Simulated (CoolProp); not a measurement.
Properties of C2F6 (R116) along the isotherm 186.3 K (Tc = 293.0 K, pc = 3.048 MPa, ω = 0.257).

Computed with CoolProp (reference Helmholtz-energy equation of state, Lemmon 2006). It is a short technical equation, of lower accuracy than the large ones.

| p (MPa) | phase | cp (kJ/(kg K)) | cv (kJ/(kg K)) | isothermal compressibility (1/MPa) |
|---|---|---|---|---|
| 0.0145 | gas | 0.5744 | 0.5119 | 69.47 |
| 0.0218 | gas | 0.5764 | 0.5129 | 46.39 |
| 0.0329 | gas | 0.5797 | 0.5144 | 30.92 |
| 0.0496 | gas | 0.5849 | 0.5167 | 20.70 |
| 0.0749 | liquid | 0.9209 | 0.6181 | 0.002547 |
| 0.113 | liquid | 0.9208 | 0.6181 | 0.002544 |
| 0.17 | liquid | 0.9207 | 0.6181 | 0.002540 |
| 0.257 | liquid | 0.9204 | 0.6181 | 0.002534 |
| 0.388 | liquid | 0.9201 | 0.6182 | 0.002526 |
| 0.585 | liquid | 0.9196 | 0.6183 | 0.002513 |
| 0.883 | liquid | 0.9188 | 0.6184 | 0.002494 |
| 1.33 | liquid | 0.9177 | 0.6186 | 0.002466 |
| 2.01 | liquid | 0.9160 | 0.6189 | 0.002424 |
| 3.03 | liquid | 0.9136 | 0.6193 | 0.002365 |
| 4.57 | liquid | 0.9103 | 0.6200 | 0.002281 |
